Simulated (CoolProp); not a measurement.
The fluid at 293.15 K and 10.6 MPa flows at 1.9 m/s in a round tube of 50 mm bore and 1.5 µm roughness, fully developed (64/Re and Nu = 3.66 if laminar; Colebrook and Gnielinski if turbulent). The same conditions are run with several fluids, on thermodynamics alone (safety and materials aside).

Values from CoolProp's reference Helmholtz-energy equation of state of each fluid (nitrogen: Span 2000; C2F6 (R116): Lemmon 2006; oxygen: Schmidt 1985; methane: Setzmann 1991; normal hydrogen: Leachman 2009).

```tsv
fluid	Reynolds number	Darcy friction factor	pressure drop (Pa/m)	heat-transfer coefficient (W/(m² K))	mass flow (kg/h)
nitrogen	580000	0.0133	58.2	505	1630
C2F6 (R116)	881000	[?]	[?]	2680	[?]
oxygen	607000	0.0132	[?]	[?]	[?]
methane	568000	0.0133	[?]	835	1120
normal hydrogen	87600	0.0186	5.54	611	111
```

Fill in the missing entries.


- C2F6 (R116), Darcy friction factor: 0.0125
- C2F6 (R116), pressure drop (Pa/m): 541
- C2F6 (R116), mass flow (kg/h): 16100
- oxygen, pressure drop (Pa/m): 70.1
- oxygen, heat-transfer coefficient (W/(m² K)): 547
- oxygen, mass flow (kg/h): 1980
- methane, pressure drop (Pa/m): 40.2

Transport values come from each fluid's own correlations; those of C2F6 (R116) are estimates that may be off by 10 % or more.
